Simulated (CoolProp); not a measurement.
R245ca along the isotherm 450 K: fugacity coefficient from the reference equation and from simpler models built on Tc = 447.6 K, pc = 3941 kPa, ω = 0.355; each cubic takes its own stable root.

Model: reference Helmholtz-energy equation of state, Zhou 2016, in CoolProp.

```tsv
p (kPa)	phase	reference
833	gas	0.9281
1670	gas	0.8580
2500	gas	0.7894
3330	gas	0.7199
4170	supercritical	0.6409
5000	supercritical	0.5561
5830	supercritical	0.4942
6670	supercritical	0.4470
7500	supercritical	0.4108
8330	supercritical	0.3819
9170	supercritical	0.3581
10000	supercritical	0.3387
```

### Question
How far does each simpler model (van der Waals, Soave-Redlich-Kwong) lie from the reference over these 12 states: mean and median of the absolute difference, and the worst?

### Answer
- van der Waals: mean 8.4 %, median 8.2 %, worst +16.6 % at 450 K and 10000 kPa
- Soave-Redlich-Kwong: mean 3.0 %, median 3.0 %, worst +6.2 % at 450 K and 10000 kPa
